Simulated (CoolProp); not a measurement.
Saturation properties of isobutane (Tc = 134.7 °C, pc = 3.629 MPa, ω = 0.184).

The numbers come from the reference Helmholtz-energy equation of state, Bücker 2006 in CoolProp.

```tsv
T (°C)	p (MPa)	enthalpy of vaporisation (kJ/kg)	liquid cp (kJ/(kg K))	vapour viscosity (µPa s)
52.55	0.7288	295.3	2.637	8.30
55.85	0.7888	290.8	2.666	8.41
59.05	0.8502	286.2	2.697	8.52
62.25	0.9152	281.6	2.728	8.64
65.55	0.9859	276.6	2.763	8.76
68.75	1.058	271.6	2.798	8.89
72.05	1.137	266.3	2.837	9.03
75.25	1.217	260.9	2.877	9.17
78.45	1.301	255.4	2.920	9.32
81.75	1.393	249.4	2.968	9.48
84.95	1.486	243.4	3.019	9.65
88.25	1.587	236.9	3.077	9.84
91.45	1.689	230.3	3.139	10.0
94.75	1.800	223.2	3.211	10.3
```

It boils at -11.7 °C under 1 atm.

Viscosity comes from a separate model (Vogel 2000).
